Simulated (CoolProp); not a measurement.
trans-2-butene along the isotherm 525 K: density (kg/m³) from the reference equation and from simpler models built on Tc = 428.6 K, pc = 40.19 bar, ω = 0.210; each cubic takes its own stable root.

Computed with CoolProp (reference Helmholtz-energy equation of state, Lemmon 2005). It is a short technical equation, of lower accuracy than the large ones.

```json
[
 {"p (bar)": "0.318", "phase": "gas", "reference": "0.4093", "ideal gas": "0.4087", "van der Waals": "0.4093", "Redlich-Kwong": "0.4093", "Soave-Redlich-Kwong": "0.4093", "Peng-Robinson": "0.4094"},
 {"p (bar)": "0.536", "phase": "gas", "reference": "0.6906", "ideal gas": "0.6889", "van der Waals": "0.6906", "Redlich-Kwong": "0.6907", "Soave-Redlich-Kwong": "0.6905", "Peng-Robinson": "0.6908"},
 {"p (bar)": "0.905", "phase": "gas", "reference": "1.168", "ideal gas": "1.163", "van der Waals": "1.168", "Redlich-Kwong": "1.168", "Soave-Redlich-Kwong": "1.168", "Peng-Robinson": "1.168"},
 {"p (bar)": "1.53", "phase": "gas", "reference": "1.980", "ideal gas": "1.967", "van der Waals": "1.980", "Redlich-Kwong": "1.981", "Soave-Redlich-Kwong": "1.979", "Peng-Robinson": "1.982"},
 {"p (bar)": "2.58", "phase": "gas", "reference": "3.354", "ideal gas": "3.316", "van der Waals": "3.355", "Redlich-Kwong": "3.357", "Soave-Redlich-Kwong": "3.352", "Peng-Robinson": "3.359"},
 {"p (bar)": "4.35", "phase": "gas", "reference": "5.701", "ideal gas": "5.591", "van der Waals": "5.703", "Redlich-Kwong": "5.707", "Soave-Redlich-Kwong": "5.695", "Peng-Robinson": "5.714"},
 {"p (bar)": "7.34", "phase": "gas", "reference": "9.751", "ideal gas": "9.434", "van der Waals": "9.761", "Redlich-Kwong": "9.771", "Soave-Redlich-Kwong": "9.734", "Peng-Robinson": "9.789"},
 {"p (bar)": "12.4", "phase": "gas", "reference": "16.87", "ideal gas": "15.94", "van der Waals": "16.91", "Redlich-Kwong": "16.93", "Soave-Redlich-Kwong": "16.82", "Peng-Robinson": "16.98"},
 {"p (bar)": "20.9", "phase": "gas", "reference": "29.67", "ideal gas": "26.86", "van der Waals": "29.84", "Redlich-Kwong": "29.86", "Soave-Redlich-Kwong": "29.47", "Peng-Robinson": "29.96"},
 {"p (bar)": "35.3", "phase": "gas", "reference": "54.21", "ideal gas": "45.37", "van der Waals": "55.20", "Redlich-Kwong": "54.87", "Soave-Redlich-Kwong": "53.42", "Peng-Robinson": "54.91"},
 {"p (bar)": "59.5", "phase": "supercritical", "reference": "106.0", "ideal gas": "76.48", "van der Waals": "114.2", "Redlich-Kwong": "108.7", "Soave-Redlich-Kwong": "102.0", "Peng-Robinson": "106.7"},
 {"p (bar)": "100", "phase": "supercritical", "reference": "217.5", "ideal gas": "128.5", "van der Waals": "223.8", "Redlich-Kwong": "218.3", "Soave-Redlich-Kwong": "196.5", "Peng-Robinson": "209.2"}
]
```
